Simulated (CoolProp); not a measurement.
Saturation properties of isopentane.

Computed with CoolProp (reference Helmholtz-energy equation of state, Lemmon 2006). It is a short technical equation, of lower accuracy than the large ones.

```csv
T (K),p (MPa),liquid density (kg/m³),vapour density (kg/m³),liquid cp (kJ/(kg K)),liquid conductivity (mW/(m K))
226.7,0.002832,683.1,0.1088,1.947,126
251.9,0.01257,659.9,0.4375,2.052,117
277,0.04069,636.0,1.305,2.168,108
302.2,0.1057,610.8,3.179,2.295,100
327.3,0.2318,584.0,6.669,2.436,93.0
352.5,0.4503,554.7,12.66,2.595,85.6
377.6,0.7938,521.7,22.39,2.786,78.0
402.7,1.302,483.0,38.16,3.043,70.3
427.9,2.023,433.0,65.47,3.508,62.8
453,3.016,350.6,127.9,6.152,58.8
```

It boils at 301.0 K under 1 atm.

Thermal conductivity comes from a separate model (Vassiliou 2015).
